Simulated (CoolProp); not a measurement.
Vapour-liquid equilibrium of cyclohexane (1) + dimethyl carbonate (2) at 448.3 K; x and y are mole fractions of (1).

The numbers come from the multi-fluid Helmholtz-energy mixture model, Zhou 2014 and Zhou 2011; pair parameters Bell 2016 in CoolProp.

| x | bubble pressure, mixture model (kPa) | bubble pressure, Raoult's law (kPa) | y, mixture model | y, Raoult's law |
|---|---|---|---|---|
| 0.05 | 910.9 | 849.7 | 0.104 | 0.052 |
| 0.2 | 1039 | 855.7 | 0.302 | 0.208 |
| 0.35 | 1102 | 861.7 | 0.422 | 0.361 |
| 0.5 | 1126 | 867.7 | 0.514 | 0.512 |
| 0.65 | 1117 | 873.8 | 0.604 | 0.660 |
| 0.8 | 1068 | 879.8 | 0.716 | 0.807 |
| 0.95 | 951.7 | 885.8 | 0.901 | 0.952 |

The largest gap from Raoult's law is +29.8 % in bubble pressure, at x = 0.5. y crosses x between x = 0.5 and 0.65: the model has an azeotrope there.

The pair parameters rest on a limited set of measurements; away from them the model extrapolates.
